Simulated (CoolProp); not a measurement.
The numbers come from the reference Helmholtz-energy equation of state, Lemmon 2006 in CoolProp. It is a short technical equation, of lower accuracy than the large ones.

Task: For CH3F (R41), give the phase and the density (kg/m³), cp (kJ/(kg K)), speed of sound (m/s), Joule-Thomson coefficient (K/MPa) at 280.9 K and 11.2 MPa; 285.4 K and 11.2 MPa.

Result: 
- 280.9 K and 11.2 MPa: liquid; density 698, cp 2.36, speed of sound 692, Joule-Thomson coefficient 0.0996
- 285.4 K and 11.2 MPa: liquid; density 685, cp 2.41, speed of sound 666, Joule-Thomson coefficient 0.153
